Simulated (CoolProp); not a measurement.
The fluid at 377.81 K and 1.68 MPa (stagnation) flows isentropically through a choked orifice. The same conditions are run with several fluids, on thermodynamics alone (safety and materials aside).

Model: reference Helmholtz-energy equation of state of each fluid (dimethyl ether: Wu 2011; hydrogen chloride: Thol 2018; CH3F (R41): Lemmon 2006; R404A: Lemmon 2003; ethylene: Smukala 2000), in CoolProp. Blends and air are pseudo-pure fits.

| fluid | throat to inlet pressure ratio | mass flux (kg/(m² s)) | throat temperature (K) |
|---|---|---|---|
| dimethyl ether | 0.593 | 4300 | 352.6 |
| hydrogen chloride | 0.530 | 4010 | 314.8 |
| CH3F (R41) | 0.554 | 3750 | 333.3 |
| R404A | 0.597 | 6140 | 358.1 |
| ethylene | 0.563 | 3330 | 340.9 |
